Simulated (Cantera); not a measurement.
Charge: 1 mol Fe₃O₄, 2.1 mol C, 0.54 mol N₂, at 1852 °C.

Cantera equilibrium calculation (NASA polynomials, part measured and part estimated; ideal gas, pure solids and liquids). Candidate condensed phases: C, Fe, Fe(CO)₅, FeO, Fe₂O₃, Fe₃O₄; 27 gas species. Each liquid is taken as pure. Mutual solubility and eutectic melting of coexisting phases are not modelled. The tables' stoichiometric FeO is somewhat more stable than real wüstite, so its field is too wide. FeO: taken at fixed stoichiometry. The numbers say what is thermodynamically allowed, not how fast it happens.

x: gas mole fraction; n: condensed amount in mol.

```json
[
 {"P (Pa)": "10", "x CO": "0.208", "x Fe": "0.448", "x N₂": "0.0865", "x CO₂": "0.132", "x O₂": "0.0498", "x FeO": "0.0376", "x O": "0.0369", "n FeO(l)": "0", "n Fe(l)": "0"},
 {"P (Pa)": "100", "x CO": "?", "x Fe": "?", "x N₂": "?", "x CO₂": "?", "x O₂": "?", "x FeO": "?", "x O": "?", "n FeO(l)": "?", "n Fe(l)": "0"},
 {"P (Pa)": "1000", "x CO": "0.626", "x Fe": "0.136", "x N₂": "0.176", "x CO₂": "0.0594", "x O₂": "1.12e-5", "x FeO": "0.00171", "x O": "5.53e-5", "n FeO(l)": "1.71", "n Fe(l)": "0.866"},
 {"P (Pa)": "10000", "x CO": "0.717", "x Fe": "?", "x N₂": "0.202", "x CO₂": "0.0680", "x O₂": "?", "x FeO": "?", "x O": "?", "n FeO(l)": "1.72", "n Fe(l)": "1.25"},
 {"P (Pa)": "100000", "x CO": "0.726", "x Fe": "0.00136", "x N₂": "0.204", "x CO₂": "0.0688", "x O₂": "1.12e-7", "x FeO": "1.71e-5", "x O": "5.53e-7", "n FeO(l)": "1.72", "n Fe(l)": "1.28"},
 {"P (Pa)": "1000000", "x CO": "0.726", "x Fe": "0.000136", "x N₂": "0.205", "x CO₂": "0.0689", "x O₂": "1.12e-8", "x FeO": "1.71e-6", "x O": "5.53e-8", "n FeO(l)": "1.72", "n Fe(l)": "1.28"}
]
```

What belongs in the gaps?


- 100, x CO: 0.357
- 100, x Fe: 0.378
- 100, x N₂: 0.123
- 100, x CO₂: 0.122
- 100, x O₂: 0.00145
- 100, x FeO: 0.0171
- 100, x O: 0.00199
- 100, n FeO(l): 1.27
- 10000, x Fe: 0.0136
- 10000, x O₂: 1.12e-6
- 10000, x FeO: 0.000171
- 10000, x O: 5.53e-6
